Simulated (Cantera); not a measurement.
Feed: 1 mol Zr, 0.012 mol H₂O, 11 mol H₂, held at 2102 °C and 100000 Pa.

These are equilibrium values from Cantera (NASA tables, ideal gas, pure condensed phases), not measurements of a reactor. Candidate condensed phases: H₂O, Zr, ZrO₂; 12 gas species. Mutual solubility and eutectic melting of coexisting phases are not modelled. Condensed phases not in the tables: N, O or C dissolved in the metal. Equilibrium is a limit: real reactors are often held back by kinetics, nucleation or transport.

Base state: H₂ 0.986, H 0.0140, H₂O 1.74e-5, ZrO 1.60e-5 (mole fractions); condensed: Zr(l) + ZrO₂(tetragonal).

What changes in the equilibrium state with this change: temperature from 2102 °C to 1725 °C?


| species | before | after |
|---|---|---|
| H₂ | 0.986 | 0.998 |
| H | 0.0140 | 0.00160 |
| H₂O | 1.74e-5 | 1.05e-6 |
| ZrO | 1.60e-5 | 4.99e-8 |
| Zr(l), mol | 0.994 | 0 |
| ZrO₂(tetragonal), mol | 0.00581 | 0.00599 |
| Zr(β), mol | 0 | 0.994 |

What changes in the equilibrium state with this change: Zr replaced by Ta?


| species | before | after |
|---|---|---|
| H₂ | 0.986 | 0.985 |
| H | 0.0140 | 0.0140 |
| H₂O | 1.74e-5 | 0.00106 |
| ZrO | 1.60e-5 | 0 |
| Zr(l), mol | 0.994 | 0 |
| ZrO₂(tetragonal), mol | 0.00581 | 0 |
| Ta(s), mol | 0 | 1.000 |
Further candidate phases: Ta, Ta₂O₅.
